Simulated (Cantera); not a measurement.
Thermodynamics of silicon carbide growth, feed (CH₃)₂SiCl₂ + C₃H₈ + H₂

Charge: 1 mol (CH₃)₂SiCl₂, 0.0073 mol C₃H₈, 320 mol H₂, equilibrated at 0.0590 bar.

Cantera equilibrium calculation (NASA polynomials, part measured and part estimated; ideal gas, pure solids and liquids). Candidate condensed phases: C, C₆H₆, C₇H₈, C₈H₁₈, Si, SiC; 109 gas species. The feed counts by its element totals alone. Equilibrium is a limit: real reactors are often held back by kinetics, nucleation or transport.

```json
[
 {"T (K)": "948", "x H₂": "0.991", "x HCl": "0.00618", "x CH₄": "0.00317", "x H": "2.15e-9", "x C₂H₂ (acetylene)": "2.60e-11", "x SiCl₄": "1.99e-6", "x SiHCl₃": "1.44e-6", "n SiC(s)": "0.999", "n C(graphite)": "0"},
 {"T (K)": "998", "x H₂": "0.991", "x HCl": "0.00619", "x CH₄": "0.00316", "x H": "8.81e-9", "x C₂H₂ (acetylene)": "3.36e-10", "x SiCl₄": "3.01e-7", "x SiHCl₃": "3.34e-7", "n SiC(s)": "1.000", "n C(graphite)": "0"},
 {"T (K)": "1048", "x H₂": "0.991", "x HCl": "0.00619", "x CH₄": "0.00316", "x H": "3.17e-8", "x C₂H₂ (acetylene)": "3.42e-9", "x SiCl₄": "5.44e-8", "x SiHCl₃": "8.91e-8", "n SiC(s)": "1.000", "n C(graphite)": "0"},
 {"T (K)": "1098", "x H₂": "0.992", "x HCl": "0.00619", "x CH₄": "0.00212", "x H": "1.01e-7", "x C₂H₂ (acetylene)": "1.26e-8", "x SiCl₄": "1.71e-8", "x SiHCl₃": "3.98e-8", "n SiC(s)": "1.000", "n C(graphite)": "0.336"},
 {"T (K)": "1148", "x H₂": "0.992", "x HCl": "0.00618", "x CH₄": "0.00138", "x H": "2.94e-7", "x C₂H₂ (acetylene)": "3.69e-8", "x SiCl₄": "6.32e-9", "x SiHCl₃": "2.03e-8", "n SiC(s)": "1.000", "n C(graphite)": "0.575"},
 {"T (K)": "1198", "x H₂": "0.993", "x HCl": "0.00618", "x CH₄": "0.000933", "x H": "7.80e-7", "x C₂H₂ (acetylene)": "9.82e-8", "x SiCl₄": "2.55e-9", "x SiHCl₃": "1.10e-8", "n SiC(s)": "1.000", "n C(graphite)": "0.720"},
 {"T (K)": "1248", "x H₂": "0.993", "x HCl": "0.00618", "x CH₄": "0.000649", "x H": "1.92e-6", "x C₂H₂ (acetylene)": "2.42e-7", "x SiCl₄": "1.11e-9", "x SiHCl₃": "6.28e-9", "n SiC(s)": "1.000", "n C(graphite)": "0.812"},
 {"T (K)": "1298", "x H₂": "0.993", "x HCl": "0.00617", "x CH₄": "0.000464", "x H": "4.40e-6", "x C₂H₂ (acetylene)": "5.54e-7", "x SiCl₄": "5.16e-10", "x SiHCl₃": "3.75e-9", "n SiC(s)": "1.000", "n C(graphite)": "0.871"},
 {"T (K)": "1348", "x H₂": "0.993", "x HCl": "0.00617", "x CH₄": "0.000340", "x H": "9.49e-6", "x C₂H₂ (acetylene)": "1.19e-6", "x SiCl₄": "2.54e-10", "x SiHCl₃": "2.32e-9", "n SiC(s)": "1.000", "n C(graphite)": "0.911"},
 {"T (K)": "1398", "x H₂": "0.994", "x HCl": "0.00617", "x CH₄": "0.000254", "x H": "1.94e-5", "x C₂H₂ (acetylene)": "2.44e-6", "x SiCl₄": "1.32e-10", "x SiHCl₃": "1.49e-9", "n SiC(s)": "1.000", "n C(graphite)": "0.938"},
 {"T (K)": "1448", "x H₂": "0.994", "x HCl": "0.00617", "x CH₄": "0.000194", "x H": "3.78e-5", "x C₂H₂ (acetylene)": "4.72e-6", "x SiCl₄": "7.20e-11", "x SiHCl₃": "9.91e-10", "n SiC(s)": "1.000", "n C(graphite)": "0.956"},
 {"T (K)": "1498", "x H₂": "0.994", "x HCl": "0.00617", "x CH₄": "0.000151", "x H": "7.05e-5", "x C₂H₂ (acetylene)": "8.76e-6", "x SiCl₄": "4.08e-11", "x SiHCl₃": "6.76e-10", "n SiC(s)": "1.000", "n C(graphite)": "0.967"},
 {"T (K)": "1548", "x H₂": "0.994", "x HCl": "0.00617", "x CH₄": "0.000119", "x H": "0.000126", "x C₂H₂ (acetylene)": "1.56e-5", "x SiCl₄": "2.41e-11", "x SiHCl₃": "4.73e-10", "n SiC(s)": "1.000", "n C(graphite)": "0.973"}
]
```
x: gas mole fraction; n: condensed amount in mol.

From 948 K to 1048 K the condensed part is SiC(s). From 1098 K to 1548 K the condensed part is C(graphite) + SiC(s). The main Si-bearing gas is SiCl₄ at 948 K and SiCl₂ at 1548 K.
